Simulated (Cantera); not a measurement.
Standard-state values (1 bar) from the NASA 1993 polynomials, evaluated with Cantera. Values are per mole of reaction as written; species without (g) are pure solids or liquids, kept so even where they would boil at 1 bar. The tables' values for SiF2 are old estimates.

2 NF3(g) + 3 Si(g) ⇌ 3 SiF2(g) + N2(g), with ΔH° = -2850.2 kJ and ΔS° = -64.3 J/K at 300 K.

Question: How far is the shortcut ΔG° ≈ ΔH°(300 K) − T·ΔS°(300 K) from the full temperature-dependent value at 1448, 1548, 1648, 1748, 1848, 1948, 2048 K?

Answer: 
| T (K) | shortcut (kJ) | full (kJ) | difference (kJ) | difference in log10 K |
|---|---|---|---|---|
| 1448 | -2757.1 | -2737.3 | -19.8 | 0.71 |
| 1548 | -2750.7 | -2727.8 | -22.9 | 0.77 |
| 1648 | -2744.3 | -2718.1 | -26.2 | 0.83 |
| 1748 | -2737.8 | -2708.2 | -29.6 | 0.88 |
| 1848 | -2731.4 | -2698.2 | -33.2 | 0.94 |
| 1948 | -2725.0 | -2688.1 | -36.9 | 0.99 |
| 2048 | -2718.6 | -2677.8 | -40.8 | 1.04 |
The shortcut ignores the heat-capacity change of the reaction.
